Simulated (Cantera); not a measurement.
## toluene + H2 + N2 (carbon deposition, reforming and gasification)

Feed: 1 mol toluene, 1.2 mol H2, 1.4 mol N2, at 1400 Pa.

These are equilibrium values from Cantera (NASA tables, ideal gas, pure condensed phases), not measurements of a reactor. Candidate condensed phases: C, C6H6, C7H8, C8H18; 110 gas species. Ions and electrons are included (thermal ionisation). The numbers say what is thermodynamically allowed, not how fast it happens.

From 2227 °C to 2727 °C the condensed part is C(graphite). From 2977 °C to 4727 °C nothing is condensed. The main C-bearing gas is HCN at 2227 °C and C at 4727 °C.

```
T (°C)  log p H  log p H2  log p C  log p N2  log p C3  log p N  log p C2  log p CN  log p HCN  log p C2H2 (acetylene)  log p C2H  n C(graphite)
------  -------  --------  -------  --------  --------  -------  --------  --------  ---------  ----------------------  ---------  -------------
2227      -2.63     -2.06    -6.78     -2.60     -6.30    -7.83     -7.34     -5.29      -3.48                   -4.03      -5.74           6.71
2477      -2.28     -2.23    -5.42     -2.67     -4.77    -6.95     -5.79     -4.50      -3.35                   -3.78      -4.77           6.43
2727      -2.08     -2.56    -4.30     -2.78     -3.51    -6.25     -4.50     -3.88      -3.37                   -3.77      -4.05           5.40
2977      -2.05     -3.12    -3.45     -2.93     -2.76    -5.68     -3.62     -3.48      -3.66                   -4.25      -3.80              0
3227      -2.03     -3.61    -2.97     -2.97     -2.88    -5.14     -3.38     -3.35      -4.12                   -5.17      -4.10              0
3477      -2.05     -4.11    -2.62     -3.03     -3.16    -4.69     -3.29     -3.31      -4.62                   -6.17      -4.51              0
3727      -2.08     -4.57    -2.42     -3.06     -3.72    -4.28     -3.42     -3.37      -5.18                   -7.27      -5.10              0
3977      -2.10     -4.96    -2.34     -3.07     -4.51    -3.91     -3.73     -3.50      -5.74                   -8.42      -5.80              0
4227      -2.11     -5.30    -2.31     -3.09     -5.35    -3.59     -4.09     -3.68      -6.29                   -9.52      -6.50              0
4477      -2.12     -5.59    -2.31     -3.14     -6.14    -3.32     -4.45     -3.86      -6.81                  -10.53      -7.17              0
4727      -2.12     -5.86    -2.30     -3.24     -6.88    -3.10     -4.78     -4.06      -7.31                  -11.46      -7.78              0
```
log p: log10 of the partial pressure in bar; n: condensed amount in mol.
